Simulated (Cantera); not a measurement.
A Cantera script and what it prints.

```python
import numpy as np
import cantera as ct

gas_names = [...]  # 87 gases of nasa_gas.yaml made of C, H, Si
cond_names = """
    C(gr) C6H6(L) C7H8(L) C8H18(L),n-octa Si(cr) Si(L) SiC(b)
""".split()


# ... load() reads the species with a 1 bar reference pressure and builds the phases ...
atoms = {
    'SiH4': {'Si': 1, 'H': 4},
    'CH4': {'C': 1, 'H': 4},
    'H2': {'H': 2},
}
top_T = {'C(gr)': 4500, 'SiC(b)': 3050}  # K; cautious upper limits of use, not melting points


# ... equilibrate(T, P, feed) seeds the gas with the atoms and calls Mixture.equilibrate('TP', solver="vcs", rtol=1e-11, max_steps=5000) ...
results = []
feed = {'SiH4': 1, 'CH4': 0.28, 'H2': 14}  # mol
P = 570  # Pa
for T in [1023, 1173, 1323, 1473, 1623, 1773, 1923, 2073, 2223]:
    mix = equilibrate(T, P, feed)
    results.append((T, P, feed, dict(zip(mix.species_names, mix.species_moles))))
    x = sorted(zip(gas.X, gas.species_names), reverse=True)
    print(f"T = {T:g} K  P = {P:g} Pa  gas = {mix.phase_moles(0):.4g} mol")
    print("   x: " + "  ".join(f"{s} {v:.3e}" for v, s in x if v > 0.0001))
    print("   condensed (mol): " + ("  ".join(f"{mix.phase(i).name} {mix.phase_moles(i):.4g}"
          for i in range(1, mix.n_phases) if mix.phase_moles(i) > 1e-12) or "none"))
```

It prints:

```
T = 1023 K  P = 570 Pa  gas = 16.56 mol
   x: H2 1.000e+00
   condensed (mol): Si(cr) 0.72  SiC(b) 0.28
T = 1173 K  P = 570 Pa  gas = 16.56 mol
   x: H2 1.000e+00
   condensed (mol): Si(cr) 0.72  SiC(b) 0.28
T = 1323 K  P = 570 Pa  gas = 16.56 mol
   x: H2 1.000e+00
   condensed (mol): Si(cr) 0.72  SiC(b) 0.28
T = 1473 K  P = 570 Pa  gas = 16.56 mol
   x: H2 9.998e-01  H 1.676e-04
   condensed (mol): Si(cr) 0.72  SiC(b) 0.28
T = 1623 K  P = 570 Pa  gas = 16.57 mol
   x: H2 9.990e-01  H 9.150e-04
   condensed (mol): Si(cr) 0.7194  SiC(b) 0.28
T = 1773 K  P = 570 Pa  gas = 16.6 mol
   x: H2 9.958e-01  H 3.760e-03  Si 3.737e-04
   condensed (mol): Si(L) 0.7127  SiC(b) 0.2799
T = 1923 K  P = 570 Pa  gas = 16.72 mol
   x: H2 9.843e-01  H 1.238e-02  Si 2.976e-03  SiH 1.824e-04
   condensed (mol): Si(L) 0.664  SiC(b) 0.279
T = 2073 K  P = 570 Pa  gas = 17.17 mol
   x: H2 9.468e-01  H 3.390e-02  Si 1.749e-02  SiH 7.388e-04  Si2C 6.448e-04  Si2 2.147e-04  SiH2 1.500e-04
   condensed (mol): Si(L) 0.384  SiC(b) 0.2685
T = 2223 K  P = 570 Pa  gas = 17.99 mol
   x: H2 8.797e-01  H 7.958e-02  Si 3.644e-02  Si2C 2.311e-03  SiH 1.092e-03  Si2 2.756e-04  SiC2 2.475e-04  C2H2,acetylene 1.655e-04  SiH2 1.318e-04
   condensed (mol): SiC(b) 0.2235
```

Cantera equilibrium calculation (NASA polynomials, part measured and part estimated; ideal gas, pure solids and liquids). Mutual solubility and eutectic melting of coexisting phases are not modelled. Gases not in the tables: Si2H6 and higher silanes.
